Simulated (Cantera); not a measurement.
An adiabatic, constant-pressure homogeneous reactor starts with CH4 : CO : O2 : N2 : CO2 = 1 : 0.085 : 4.64 : 17.5 : 4.2 (molar parts), at 1725 K and 10.0 bar. Integrator tolerance rtol = 1e-08.

Cantera simulation using GRI-Mech 3.0 (53 species, 325 reactions); the numbers are that mechanism's predictions, not measurements.

```tsv
quantity	before	after
time of steepest temperature rise	29.7 µs	0.180 ms
temperature at 3.00 s	2378 K	2195 K
equilibrium temperature	2378 K	2195 K
x(CH4) at 3.00 s	<1e-12 (gas-phase equilibrium <1e-12)	<1e-12 (gas-phase equilibrium <1e-12)
x(CO) at 3.00 s	0.00373 (gas-phase equilibrium 0.00373)	0.00118 (gas-phase equilibrium 0.00118)
x(O2) at 3.00 s	0.0898 (gas-phase equilibrium 0.0898)	0.0911 (gas-phase equilibrium 0.0911)
x(H2O) at 3.00 s	0.0707 (gas-phase equilibrium 0.0707)	0.0719 (gas-phase equilibrium 0.0719)
x(H) at 3.00 s	7.05e-5 (gas-phase equilibrium 7.05e-5)	1.60e-5 (gas-phase equilibrium 1.60e-5)
```

### Question
Name the change that produced these shifts.
A. pressure from 10.0 bar to 11.0 bar
B. CO2 4.2 to 2.9 parts
C. initial temperature 1725 to 1473 K
D. initial temperature 1725 to 1500 K

### Answer
D, initial temperature 1725 to 1500 K
